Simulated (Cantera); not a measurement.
## Si + H2O + N2 + CO2 (thermal oxidation and active oxidation of silicon)

Feed: 1 mol Si, 1.8 mol H2O, 770 mol N2, 0.016 mol CO2, at 1.00 Torr.

These are equilibrium values from Cantera (NASA tables, ideal gas, pure condensed phases), not measurements of a reactor. Candidate condensed phases: C, C6H6, C7H8, C8H18, H2O, Si, SiC, SiO2, Si2N2O, Si3N4; 151 gas species. The tables hold silica as quartz up to 1696 K and as liquid above; real silica turns to tridymite and cristobalite and melts near 1996 K. Kinetics and transport are ignored.

From 1400 K to 1625 K the condensed part is SiO2(β-quartz). From 1700 K to 1775 K the condensed part is SiO2(condensed). From 1850 K to 2150 K nothing is condensed. The main Si-bearing gas is SiO throughout.

```
T (K)   x N2       x H      x H2     x SiO  n SiO2(β-quartz)  n SiO2(condensed)
-----  -----  --------  --------  --------  ----------------  -----------------
1400   0.997   6.43e-6   0.00233  0.000239             0.816                  0
1475   0.997   1.71e-5   0.00232  0.000244             0.811                  0
1550   0.997   4.11e-5   0.00227  0.000281             0.783                  0
1625   0.997   8.87e-5   0.00211  0.000419             0.676                  0
1700   0.997  0.000169   0.00175  0.000736                 0              0.431
1775   0.996  0.000276   0.00121   0.00124                 0             0.0369
1850   0.996  0.000488   0.00110   0.00129                 0                  0
1925   0.996  0.000834   0.00102   0.00129                 0                  0
2000   0.995   0.00136  0.000927   0.00129                 0                  0
2075   0.995   0.00207  0.000804   0.00129                 0                  0
2150   0.994   0.00288  0.000620   0.00129                 0                  0
```
x: gas mole fraction; n: condensed amount in mol.
